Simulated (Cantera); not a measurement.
Charge: 1 mol FeS2, 0.14 mol SO3, 0.13 mol O2, equilibrated at 1725 K and 10000 Pa.

Cantera equilibrium calculation (NASA polynomials, part measured and part estimated; ideal gas, pure solids and liquids). Candidate condensed phases: Fe, FeO, FeS, FeSO4, FeS2, Fe2O3, Fe2(SO4)3, Fe3O4, S; 12 gas species. FeS: taken at fixed stoichiometry. Rates play no part.

Base state: S2 0.521, SO2 0.436, SO 0.0305, S2O 0.0109, S 0.000902 (mole fractions); condensed: FeS(l).

Q: What changes in the equilibrium state with this change: pressure from 10000 Pa to 420000 Pa?

A: 
| species | before | after |
|---|---|---|
| S2 | 0.521 | 0.519 |
| SO2 | 0.436 | 0.441 |
| S2O | 0.0109 | 0.0279 |
| SO | 0.0305 | 0.0120 |
| S | 0.000902 | 0.000139 |
| FeS(l), mol | 1.000 | 1.00 |

Q: What changes in the equilibrium state with this change: O2 from 0.13 to 3.2 mol?

A: 
```
species          before    after
-------------  --------  -------
SO2               0.436    0.779
O2              1.39e-7    0.219
SO3             7.13e-7  0.00160
S2                0.521    <1e-9
S2O              0.0109    <1e-9
SO               0.0305  4.34e-5
S              0.000902  1.02e-9
O               6.85e-8  8.59e-5
FeS(l), mol       1.000        0
Fe3O4(s), mol         0    0.333
```
